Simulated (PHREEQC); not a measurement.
## Brine

Dissolve 2.1 mol MgSO4 and 0.12 mol MgCl2 per kg of water at 25 °C. Closed to the air; pH follows from the charge balance.

All values are PHREEQC results (Pitzer model, pitzer.dat), not measurements.

No solid was allowed to form.

Q: Predict the activity of water, density.

A: activity of water 0.938; density 1.226 g/cm³.
